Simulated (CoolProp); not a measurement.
Vapour-liquid equilibrium of carbon dioxide (1) + propylene (2) at -31.65 °C; x and y are mole fractions of (1).

Model: multi-fluid Helmholtz-energy mixture model, Span 1996 and Lemmon 2013; pair parameters Bell 2016, in CoolProp.

| x | bubble pressure (MPa) | y at the bubble point | dew pressure at overall composition x (MPa) | liquid density (mol/L) |
|---|---|---|---|---|
| 0.05 | 0.3051 | 0.363 | 0.2087 | 14.32 |
| 0.2 | 0.5825 | 0.694 | 0.2462 | 15.29 |
| 0.35 | 0.7923 | 0.797 | 0.2995 | 16.40 |
| 0.5 | 0.9480 | 0.851 | 0.3812 | 17.68 |
| 0.65 | 1.072 | 0.890 | 0.5210 | 19.22 |
| 0.8 | 1.187 | 0.928 | 0.7991 | 21.14 |
| 0.95 | 1.308 | 0.978 | 1.245 | 23.61 |

No azeotrope shows between x = 0.05 and 0.95.

The pair parameters rest on a limited set of measurements; away from them the model extrapolates.
